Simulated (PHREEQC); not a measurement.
Consider water at 20 °C with 0.0073 mol/kgw FeCl3, 0.0094 mol/kgw ZnCl2, 0.00019 mol/kgw NaF and 5.4e-05 mol/kgw NaCl. Closed to the air; pH follows from the charge balance.

All values are PHREEQC results (ion-association model, phreeqc.dat), not measurements.

```csv
quantity,before,after
pH,2.50,2.30
ionic strength (mol/kgw),0.0637,0.0993
Cl- (mol/kgw),0.0392,0.0586
Zn+2 (mol/kgw),0.00906,0.00896
Fe+3 (mol/kgw),0.00246,0.00532
FeOH+2 (mol/kgw),0.00186,0.00240
SI of Goethite (FeOOH),+5.04,+4.69
SI of Halite (NaCl),-6.77,-6.63
```

Task: What was changed between the two runs?
A. NaF replaced by Na2CO3 at the same molality
B. ZnCl2 from 0.0094 to 0.094 mol/kgw
C. FeCl3 from 0.0073 to 0.00657 mol/kgw
D. FeCl3 from 0.0073 to 0.0146 mol/kgw
E. 0.0067 mol/kgw KOH added

Result: D, FeCl3 from 0.0073 to 0.0146 mol/kgw

This is a speciation only: nothing precipitates in the calculation. Some of these states are supersaturated (in Hematite (slow to form), Goethite (slow to form), for instance). Fluoro complexes past AlF4- and FeF3 are missing from the database.
